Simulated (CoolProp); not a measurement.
Vapour-liquid equilibrium of carbon monoxide (1) + methane (2) at -174.45 °C; x and y are mole fractions of (1).

The numbers come from the multi-fluid Helmholtz-energy mixture model, Lemmon 2006 and Setzmann 1991; pair parameters Kunz 2012 in CoolProp.

| x | bubble pressure (bar) | y at the bubble point | dew pressure at overall composition x (bar) | liquid density (mol/L) |
|---|---|---|---|---|
| 0.05 | 0.5742 | 0.498 | 0.3147 | 27.43 |
| 0.15 | 1.152 | 0.770 | 0.3501 | 27.35 |
| 0.25 | 1.729 | 0.861 | 0.3944 | 27.25 |
| 0.35 | 2.271 | 0.905 | 0.4514 | 27.12 |
| 0.45 | 2.756 | 0.930 | 0.5278 | 26.96 |
| 0.55 | 3.183 | 0.947 | 0.6352 | 26.77 |
| 0.65 | 3.565 | 0.959 | 0.7974 | 26.54 |
| 0.75 | 3.925 | 0.970 | 1.071 | 26.27 |
| 0.85 | 4.293 | 0.981 | 1.629 | 25.96 |
| 0.95 | 4.704 | 0.993 | 3.275 | 25.62 |

No azeotrope shows between x = 0.05 and 0.95.

The pair parameters rest on a limited set of measurements; away from them the model extrapolates.
